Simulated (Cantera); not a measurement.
Charge: 1 mol CS₂, a varied amount of O₂, equilibrated at 525 K and 1.00 bar.

Equilibrium computed with Cantera from the NASA thermochemical tables; the gas is ideal and each condensed phase is pure. Candidate condensed phases: C, S; 22 gas species. Gases not in the tables: S₃ to S₇. The numbers say what is thermodynamically allowed, not how fast it happens.

Task: At 1.8 mol O₂, list the 5 most abundant gas species with their mole fractions, and the condensed phases.

Result: CO₂ 0.549, SO₂ 0.439, S₈ 0.0113, S₂ 3.09e-5, S₂O 2.50e-5. Condensed: S(l).
